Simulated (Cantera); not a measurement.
Input: 1 mol BCl3, 3.7 mol O2, 41 mol N2, equilibrated at 2273.15 K and 1330 Pa.

Method: chemical equilibrium by Gibbs-energy minimisation in Cantera with the NASA 1993 tables (ideal gas, pure condensed phases). Candidate condensed phases: B, BN, B2O3; 25 gas species. The tables' values for BOCl are old estimates; treat these amounts as uncertain. Equilibrium is a limit: real reactors are often held back by kinetics, nucleation or transport.

Base state: N2 0.854, Cl 0.0622, O2 0.0516, BO2 0.00957, O 0.00834, NO 0.00766, B2O3 0.00513, BOCl 0.000590 (mole fractions); condensed: gas only.

### Question
What changes in the equilibrium state with this change: BCl3 replaced by B?

### Answer
```json
[
 {"species": "N2", "before": "0.854", "after": "0.912"},
 {"species": "O2", "before": "0.0516", "after": "0.0550"},
 {"species": "BO2", "before": "0.00957", "after": "0.0103"},
 {"species": "Cl", "before": "0.0622", "after": "0"},
 {"species": "BOCl", "before": "0.000590", "after": "0"},
 {"species": "ClO", "before": "2.05e-5", "after": "0"},
 {"species": "Cl2", "before": "1.50e-5", "after": "0"},
 {"species": "B2O3", "before": "0.00513", "after": "0.00575"},
 {"species": "NO", "before": "0.00766", "after": "0.00817"}
]
```
